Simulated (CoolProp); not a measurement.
Vapour-liquid equilibrium of dimethyl carbonate (1) + n-heptane (2) at 65.75 °C; x and y are mole fractions of (1).

Model: multi-fluid Helmholtz-energy mixture model, Zhou 2011 and Span 2003; pair parameters Bell 2016, in CoolProp.

```tsv
x	bubble pressure (MPa)	y at the bubble point	dew pressure at overall composition x (MPa)	liquid density (mol/L)
0.05	0.04120	0.193	0.03625	6.562
0.125	0.04818	0.352	0.03871	6.775
0.2	0.05274	0.440	0.04148	7.003
0.275	0.05559	0.495	0.04461	___
0.35	0.05728	0.531	0.04811	___
0.425	0.05823	0.556	0.05194	7.810
0.5	0.05870	0.575	0.05584	8.127
0.575	0.05888	0.590	0.05871	8.475
0.65	0.05882	0.607	___	8.855
0.725	0.05843	0.628	0.05475	9.272
0.8	___	0.660	0.05145	9.730
0.875	0.05504	0.718	0.04829	10.23
0.95	0.04989	0.836	0.04538	10.79
```

### Question
Some entries are withheld; supply them.

### Answer

- 0.275, liquid density (mol/L): 7.250
- 0.35, liquid density (mol/L): 7.518
- 0.65, dew pressure at overall composition x (MPa): 0.05777
- 0.8, bubble pressure (MPa): 0.05741

y crosses x between x = 0.575 and 0.65: the model has an azeotrope there.

Pair parameters are fitted to limited data, so mixtures are less certain than the pure fluids. With so large a gap from Raoult's law the liquid may split in two, which this calculation doesn't test in full.
